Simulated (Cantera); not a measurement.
## Hydrocarbon pyrolysis for carbon deposition

An isothermal, constant-pressure homogeneous reactor starts with 20.0 % C₂H₆, 80.0 % N₂, at 1223 K and 5.03 Torr.

Cantera simulation using GRI-Mech 3.0 (53 species, 325 reactions); the numbers are that mechanism's predictions, not measurements. GRI-Mech 3.0 stops at C3 and has no aromatics, soot or wall deposition, so with more carbon than oxygen in the feed, carbon stays in small species such as C2H2 where larger ones or solid carbon would form. Radical loss at walls, strong at low pressure, is not modelled.

| t (s) | x C₂H₆ | x H | x HCN | x H₂ | x C₂H |
|---|---|---|---|---|---|
| 1.00e-5 | 0.200 | 6.80e-11 | <1e-12 | 1.78e-11 | <1e-12 |
| 6.13e-5 | 0.200 | 8.60e-10 | <1e-12 | 9.54e-10 | <1e-12 |
| 0.000376 | 0.200 | 4.10e-8 | <1e-12 | 2.51e-7 | <1e-12 |
| 0.00231 | 0.200 | 1.38e-6 | <1e-12 | 5.62e-5 | <1e-12 |
| 0.0141 | 0.193 | 1.11e-5 | 1.31e-10 | 0.00422 | 5.55e-12 |
| 0.0867 | 0.129 | 1.76e-5 | 6.98e-10 | 0.0458 | 1.33e-10 |
| 0.532 | 0.00934 | 1.90e-5 | 1.09e-9 | 0.132 | 7.47e-10 |
| 3.26 | 0.000106 | 2.80e-6 | 1.08e-9 | 0.164 | 2.03e-10 |
| 20.0 | 6.30e-6 | 8.18e-7 | 1.06e-9 | 0.184 | 7.58e-11 |
x: mole fraction; the columns are a selection and need not sum to one.

Equilibrium at this temperature and pressure: C₂H₆ 3.15e-7, H 1.93e-6, HCN 0.0834, H₂ 0.273, C₂H 1.55e-10 (gas phase only).
